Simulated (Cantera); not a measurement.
A closed system holds: 1 mol Pb, a varied amount of O2, 26 mol N2, equilibrated at 1348 K and 1 atm.

These are equilibrium values from Cantera (NASA tables, ideal gas, pure condensed phases), not measurements of a reactor. Candidate condensed phases: Pb, PbO, PbO2, Pb3O4; 12 gas species. Each liquid is taken as pure. Mutual solubility and eutectic melting of coexisting phases are not modelled. Gases not in the tables: (PbO)n polymers. Rates play no part.

Which condensed phases are stable at each of these points (n(O2) (mol)): 0.016, 0.022, 0.031, 0.044, 0.063, 0.089, 0.13, 0.18, 0.25, 0.36, 0.5, 0.71, 1?


| n(O2) (mol) | condensed phases | Pb condensed (%) |
|---|---|---|
| 0.016 | Pb(l) + PbO(l) | 85.1 |
| 0.022 | Pb(l) + PbO(l) | 85.1 |
| 0.031 | Pb(l) + PbO(l) | 85.1 |
| 0.044 | Pb(l) + PbO(l) | 85.1 |
| 0.063 | Pb(l) + PbO(l) | 85.1 |
| 0.089 | Pb(l) + PbO(l) | 85.1 |
| 0.13 | Pb(l) + PbO(l) | 85.1 |
| 0.18 | Pb(l) + PbO(l) | 85.1 |
| 0.25 | Pb(l) + PbO(l) | 85.1 |
| 0.36 | Pb(l) + PbO(l) | 85.1 |
| 0.5 | PbO(l) | 97.0 |
| 0.71 | PbO(l) | 97.4 |
| 1 | PbO(l) | 97.3 |

From 0.016 mol O2 to 0.36 mol O2 the condensed part is Pb(l) + PbO(l). From 0.5 mol O2 to 1 mol O2 the condensed part is PbO(l).
